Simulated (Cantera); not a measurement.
Input: 1 mol HI, 4.2 mol H2, 38 mol N2, held at 2723.15 K and 13.3 mbar.

Method: chemical equilibrium by Gibbs-energy minimisation in Cantera with the NASA 1993 tables (ideal gas, pure condensed phases). Candidate condensed phases: I2; 12 gas species. The numbers say what is thermodynamically allowed, not how fast it happens.

Base state: N2 0.820, H 0.113, H2 0.0447, I 0.0215, HI 7.96e-5, N 1.53e-5 (mole fractions); condensed: gas only.

What changes in the equilibrium state with this change: temperature from 2723.15 K to 823.15 K?


| species | before | after |
|---|---|---|
| N2 | 0.820 | 0.879 |
| H2 | 0.0447 | 0.0977 |
| HI | 7.96e-5 | 0.0222 |
| H | 0.113 | <1e-9 |
| I | 0.0215 | 0.000734 |
| N | 1.53e-5 | <1e-9 |
| I2 | 1.45e-8 | 0.000123 |

What changes in the equilibrium state with this change: temperature from 2723.15 K to 2523.15 K?


```csv
species,before,after
N2,0.820,0.842
H2,0.0447,0.0718
H,0.113,0.0645
I,0.0215,0.0220
N,1.53e-5,2.87e-6
HI,7.96e-5,0.000140
```

What changes in the equilibrium state with this change: temperature from 2723.15 K to 3400 K?


| species | before | after |
|---|---|---|
| N2 | 0.820 | 0.786 |
| H | 0.113 | 0.190 |
| I | 0.0215 | 0.0207 |
| H2 | 0.0447 | 0.00220 |
| N | 1.53e-5 | 0.00104 |
| HI | 7.96e-5 | 7.85e-6 |
